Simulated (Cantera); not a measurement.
# Thermodynamics of silicon carbide growth, feed CH₃SiCl₃ + H₂

Charge: 1 mol CH₃SiCl₃, a varied amount of H₂, held at 1500 K and 40.0 mbar.

Cantera equilibrium calculation (NASA polynomials, part measured and part estimated; ideal gas, pure solids and liquids). Candidate condensed phases: C, C₆H₆, C₇H₈, C₈H₁₈, Si, SiC; 109 gas species. The feed counts by its element totals alone. The tables' values for SiCl₃ are old estimates; treat these amounts as uncertain. Kinetics and transport are ignored.

From 2.2 mol H₂ to 39 mol H₂ the condensed part is C(graphite) + SiC(s). From 59 mol H₂ to 89 mol H₂ the condensed part is SiC(s). The main Si-bearing gas is SiCl₂ throughout.

```
n(H₂) (mol)   x H₂   x HCl   x SiCl₂   x SiCl₄   x SiCl₃  n C(graphite)  n SiC(s)
-----------  -----  ------  --------  --------  --------  -------------  --------
2.2          0.461   0.514    0.0134   0.00607   0.00507          0.129     0.870
3.3          0.543   0.443   0.00845   0.00241   0.00253         0.0857     0.914
5            0.634   0.359   0.00477  0.000765   0.00107         0.0535     0.946
7.5          0.718   0.278   0.00253  0.000215  0.000414         0.0331     0.966
11           0.787   0.211   0.00132   5.88e-5  0.000157         0.0208     0.978
17           0.851   0.149  0.000607   1.24e-5   4.87e-5         0.0117     0.986
26           0.897   0.103  0.000276   2.56e-6   1.49e-5        0.00571     0.991
39           0.929  0.0712  0.000128   5.48e-7   4.69e-6        0.00118     0.994
59           0.952  0.0482   7.67e-5   1.48e-7   1.89e-6              0     0.995
89           0.967  0.0325   5.13e-5   4.41e-8   8.44e-7              0     0.995
```
x: gas mole fraction; n: condensed amount in mol.
